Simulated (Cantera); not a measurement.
Charge: 1 mol C3H8, 5.4 mol H2O, 7.6 mol H2, held at 377 °C and 100000 Pa.

Cantera equilibrium calculation (NASA polynomials, part measured and part estimated; ideal gas, pure solids and liquids). Candidate condensed phases: C, C6H6, C7H8, C8H18, H2O; 110 gas species. The numbers say what is thermodynamically allowed, not how fast it happens.

Base state: H2 0.401, H2O 0.385, CH4 0.214, CO2 0.000288, CO 1.92e-5 (mole fractions); condensed: gas only.

Task: What changes in the equilibrium state with this change: H2 from 7.6 to 2.3 mol?

Result: 
| species | before | after |
|---|---|---|
| H2O | 0.385 | 0.520 |
| CH4 | 0.214 | 0.292 |
| H2 | 0.401 | 0.157 |
| CO2 | 0.000288 | 0.0307 |
| CO | 1.92e-5 | 0.000593 |
